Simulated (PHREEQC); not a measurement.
A PHREEQC input (ion-association model, phreeqc.dat):

```
SOLUTION 1
  temp 5
  units mg/L
  pH 8.21
  pe 12.5
  Na 4130
  K 402
  Ca 104
  Mg 487
  Cl 7930
  S(6) 360 as SO4
  Alkalinity 0.108 as HCO3
  O(0) 4.26
END
USE solution 4
EQUILIBRIUM_PHASES 1
  Quartz 0 0.5
  CO2(g) -3.4 10
END
```

It stops with these messages:

```
ERROR: Solution 4 not found.
```

The fault: USE names a solution that was never defined. The line should read `USE solution 1` where the input has `USE solution 4`. With the mend the run ends at pH 5.62 and ionic strength 0.259 mol/kgw.
